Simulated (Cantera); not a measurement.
Input: 1 mol CH4, 0.037 mol H2O, 11 mol H2, held at 750 °C and 8.90 mbar.

Cantera equilibrium calculation (NASA polynomials, part measured and part estimated; ideal gas, pure solids and liquids). Candidate condensed phases: C, C6H6, C7H8, C8H18, H2O; 110 gas species. Equilibrium is a limit: real reactors are often held back by kinetics, nucleation or transport.

Problem. What is the equilibrium state?

Solution. 
```
Quantity            Value
--------------  ---------
x(H2)               0.997
x(CO)             0.00283
x(CH4)           0.000662
x(H2O)            6.84e-6
n(C(graphite))  0.954 mol
gas amount      13.07 mol
```
